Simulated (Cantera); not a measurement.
Adiabatic ignition

An adiabatic, constant-volume homogeneous reactor starts with CH₄ : C₂H₆ : O₂ : N₂ : CO₂ = 1 : 0.11 : 7.45 : 73.8 : 3.6 (molar parts), equivalence ratio 0.32, at 950 K and 1.90 bar.

Computed with Cantera and GRI-Mech 3.0 (53 species, 325 reactions). Below about 1000 K GRI-Mech 3.0 lacks low-temperature oxidation paths.

```csv
t (s),T (K),P (bar),x CH₄,x C₂H₆,x O₂,x CH₂O,x CH₂
3.00e-6,950,1.90,0.0116,0.00128,0.0867,<1e-12,<1e-12
7.82e-6,950,1.90,0.0116,0.00128,0.0867,<1e-12,<1e-12
2.04e-5,950,1.90,0.0116,0.00128,0.0867,<1e-12,<1e-12
5.31e-5,950,1.90,0.0116,0.00128,0.0867,<1e-12,<1e-12
0.000138,950,1.90,0.0116,0.00128,0.0867,<1e-12,<1e-12
0.000361,950,1.90,0.0116,0.00128,0.0867,3.49e-12,<1e-12
0.000940,950,1.90,0.0116,0.00128,0.0867,2.31e-11,<1e-12
0.00245,950,1.90,0.0116,0.00128,0.0867,1.47e-10,<1e-12
0.00638,950,1.90,0.0116,0.00128,0.0867,8.58e-10,<1e-12
0.0166,950,1.90,0.0116,0.00128,0.0867,4.33e-9,<1e-12
0.0434,950,1.90,0.0116,0.00128,0.0867,2.06e-8,<1e-12
0.113,950,1.90,0.0116,0.00128,0.0867,1.74e-7,<1e-12
0.294,950,1.90,0.0116,0.00126,0.0866,2.31e-5,<1e-12
0.767,1366,2.73,<1e-12,<1e-12,0.0589,<1e-12,<1e-12
2.00,1366,2.73,<1e-12,<1e-12,0.0589,<1e-12,<1e-12
```
x: mole fraction; the columns are a selection and need not sum to one.

The time of steepest temperature rise comes out as 0.480 s, the temperature at 2.00 s is 1366 K and the equilibrium temperature is 1364 K. The x(CH₄) at 2.00 s comes out as <1e-12 (gas-phase equilibrium <1e-12), the x(C₂H₆) at 2.00 s comes out as <1e-12 (gas-phase equilibrium <1e-12) and the x(O₂) at 2.00 s is 0.0589 (gas-phase equilibrium 0.0587).
